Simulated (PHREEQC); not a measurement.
**Copper plating or etch bath**

A solution holds 0.002 mol/kgw CuSO4, 0.0065 mol/kgw HCl and 0.00057 mol/kgw NaCl, at 20 °C. Closed to the air; pH follows from the charge balance.

Model: ion-association model, phreeqc.dat, run in PHREEQC.

Each row changes one thing in this solution. Precipitation was switched off in this run.

| case | pH | ionic strength (mol/kgw) | Cu+2 (mol/kgw) | SO4-2 (mol/kgw) | HSO4- (mol/kgw) | CuSO4 (mol/kgw) | SI of Halite (NaCl) |
|---|---|---|---|---|---|---|---|
| as made | 2.26 | 0.0133 | 0.00179 | 0.00135 | 0.000458 | 0.000194 | -7.06 |
| temperature from 20 to 55 °C | 2.29 | 0.0127 | 0.00174 | 0.00105 | 0.000767 | 0.000178 | -7.10 |
| diluted 100-fold with water | 4.19 | 0.000150 | 1.99e-5 | 1.98e-5 | 1.06e-7 | 6.96e-8 | -10.97 |
| NaCl from 0.00057 to 0.000855 mol/kgw | 2.26 | 0.0136 | 0.00179 | 0.00135 | 0.000457 | 0.000193 | -6.87 |
| CuSO4 from 0.002 to 0.0022 mol/kgw | 2.27 | 0.0139 | 0.00195 | 0.00147 | 0.000495 | 0.000228 | -7.07 |

Complexes and solids missing from the database can't appear. Constants without temperature data keep their 25 °C values here.
